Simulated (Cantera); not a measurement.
A perfectly stirred reactor is fed with H2 : O2 : N2 = 1.3 : 1 : 3.5 (molar parts), equivalence ratio 0.65, at 100.0 Torr; it is held at 950 K, and followed from long to short residence time.

Computed with Cantera and the H2/O2 subset of GRI-Mech 3.0, which has no nitrogen chemistry. Radical loss at walls, strong at low pressure, is not modelled. The temperature is held fixed by assumption; the heat of reaction is taken as removed at once.

Problem. Predict: x(H2) at τ = 0.340 s; x(O2) at τ = 0.340 s; x(HO2) at τ = 0.340 s; x(H2O) at τ = 0.340 s; x(O) at τ = 0.340 s; x(H2) at τ = 14.0 ms; x(O2) at τ = 14.0 ms; x(HO2) at τ = 14.0 ms; x(H2O) at τ = 14.0 ms; x(O) at τ = 14.0 ms.

Solution. 
| Item | Result |
|---|---|
| x(H2) at τ = 0.340 s | 0.00437 |
| x(O2) at τ = 0.340 s | 0.0699 |
| x(HO2) at τ = 0.340 s | 1.79e-5 |
| x(H2O) at τ = 0.340 s | 0.247 |
| x(O) at τ = 0.340 s | 8.79e-5 |
| x(H2) at τ = 14.0 ms | 0.0211 |
| x(O2) at τ = 14.0 ms | 0.0778 |
| x(HO2) at τ = 14.0 ms | 2.40e-5 |
| x(H2O) at τ = 14.0 ms | 0.227 |
| x(O) at τ = 14.0 ms | 0.000578 |
